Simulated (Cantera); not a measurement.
Input (Python, Cantera) and output of one run.

```python
import numpy as np
import cantera as ct

gas_names = """
    H HNO HNO2 HNO3 HO2 H2 H2O H2O2 N NH NH2 NH3 NH2OH NO NO2 NO3 N2 N2H2 N2H4 N2O O OH O2 O3
""".split()
cond_names = """
    H2O(s) H2O(L)
""".split()


# ... load() reads the species with a 1 bar reference pressure and builds the phases ...
atoms = {
    'N2O': {'N': 2, 'O': 1},
    'H2O': {'H': 2, 'O': 1},
}
top_T = {}  # K; cautious upper limits of use, not melting points


# ... equilibrate(T, P, feed) seeds the gas with the atoms and calls Mixture.equilibrate('TP', solver="vcs", rtol=1e-11, max_steps=5000) ...
results = []
T = 3248.15  # K
P = 6600  # Pa
for m in [0.04, 0.18, 0.32, 0.46, 0.6, 0.74, 0.88, 1, 1.2]:
    feed = {'N2O': 1, 'H2O': m}  # mol
    mix = equilibrate(T, P, feed)
    results.append((T, P, feed, dict(zip(mix.species_names, mix.species_moles))))
    x = sorted(zip(gas.X, gas.species_names), reverse=True)
    print(f"T = {T:g} K  P = {P:g} Pa  n(H2O) = {m:g} mol  gas = {mix.phase_moles(0):.4g} mol")
    print("   x: " + "  ".join(f"{s} {v:.3e}" for v, s in x if v > 1e-06))
    print("   condensed (mol): " + ("  ".join(f"{mix.phase(i).name} {mix.phase_moles(i):.4g}"
          for i in range(1, mix.n_phases) if mix.phase_moles(i) > 1e-12) or "none"))
```

Output:

```
T = 3248.15 K  P = 6600 Pa  n(H2O) = 0.04 mol  gas = 1.876 mol
   x: N2 5.153e-01  O 3.070e-01  O2 1.007e-01  NO 3.530e-02  H 3.034e-02  OH 1.010e-02  H2 5.954e-04  H2O 5.006e-04  N 1.707e-04  NO2 3.111e-06  HO2 1.332e-06
   condensed (mol): none
T = 3248.15 K  P = 6600 Pa  n(H2O) = 0.18 mol  gas = 2.197 mol
   x: N2 4.397e-01  O 2.891e-01  H 1.052e-01  O2 8.928e-02  OH 3.298e-02  NO 3.070e-02  H2 7.158e-03  H2O 5.667e-03  N 1.577e-04  HO2 4.095e-06  NO2 2.548e-06  NH 1.138e-06
   condensed (mol): none
T = 3248.15 K  P = 6600 Pa  n(H2O) = 0.32 mol  gas = 2.506 mol
   x: N2 3.851e-01  O 2.770e-01  H 1.546e-01  O2 8.196e-02  OH 4.643e-02  NO 2.753e-02  H2 1.545e-02  H2O 1.172e-02  N 1.476e-04  HO2 5.523e-06  NO2 2.189e-06  NH 1.564e-06
   condensed (mol): none
T = 3248.15 K  P = 6600 Pa  n(H2O) = 0.46 mol  gas = 2.81 mol
   x: N2 3.432e-01  O 2.681e-01  H 1.905e-01  O2 7.678e-02  OH 5.539e-02  NO 2.515e-02  H2 2.347e-02  H2O 1.723e-02  N 1.393e-04  HO2 6.378e-06  NO2 1.936e-06  NH 1.820e-06
   condensed (mol): none
T = 3248.15 K  P = 6600 Pa  n(H2O) = 0.6 mol  gas = 3.112 mol
   x: N2 3.096e-01  O 2.613e-01  H 2.182e-01  O2 7.289e-02  OH 6.181e-02  H2 3.079e-02  NO 2.328e-02  H2O 2.202e-02  N 1.323e-04  HO2 6.934e-06  NH 1.980e-06  NO2 1.746e-06
   condensed (mol): none
T = 3248.15 K  P = 6600 Pa  n(H2O) = 0.74 mol  gas = 3.412 mol
   x: N2 2.822e-01  O 2.558e-01  H 2.402e-01  O2 6.986e-02  OH 6.662e-02  H2 3.732e-02  H2O 2.614e-02  NO 2.176e-02  N 1.263e-04  HO2 7.317e-06  NH 2.081e-06  NO2 1.597e-06
   condensed (mol): none
T = 3248.15 K  P = 6600 Pa  n(H2O) = 0.88 mol  gas = 3.71 mol
   x: N2 2.592e-01  H 2.583e-01  O 2.513e-01  OH 7.037e-02  O2 6.742e-02  H2 4.314e-02  H2O 2.968e-02  NO 2.049e-02  N 1.211e-04  HO2 7.593e-06  NH 2.144e-06  NO2 1.477e-06
   condensed (mol): none
T = 3248.15 K  P = 6600 Pa  n(H2O) = 1 mol  gas = 3.966 mol
   x: H 2.714e-01  O 2.480e-01  N2 2.423e-01  OH 7.298e-02  O2 6.569e-02  H2 4.762e-02  H2O 3.234e-02  NO 1.955e-02  N 1.171e-04  HO2 7.772e-06  NH 2.178e-06  NO2 1.392e-06
   condensed (mol): none
T = 3248.15 K  P = 6600 Pa  n(H2O) = 1.2 mol  gas = 4.391 mol
   x: H 2.895e-01  O 2.435e-01  N2 2.186e-01  OH 7.644e-02  O2 6.333e-02  H2 5.419e-02  H2O 3.613e-02  NO 1.823e-02  N 1.112e-04  HO2 7.993e-06  NH 2.207e-06  NO2 1.274e-06
   condensed (mol): none
```

Method: chemical equilibrium by Gibbs-energy minimisation in Cantera with the NASA 1993 tables (ideal gas, pure condensed phases).
